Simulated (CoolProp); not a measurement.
Model: reference Helmholtz-energy equation of state, Zhou 2012, in CoolProp.

Question: Give the vapour pressure (bar), vapour density (kg/m³), liquid cp (kJ/(kg K)), vapour viscosity (µPa s) of saturated p-xylene at 490.8, 540.6, 590.3 K.

Answer: 
```csv
T (K),p (bar),vapour density (kg/m³),liquid cp (kJ/(kg K)),vapour viscosity (µPa s)
490.8,5.74,17.6,2.44,10.3
540.6,12.9,41.8,2.73,11.8
590.3,25.5,104,3.55,14.3
```

Viscosity comes from a separate model (Balogun 2015).
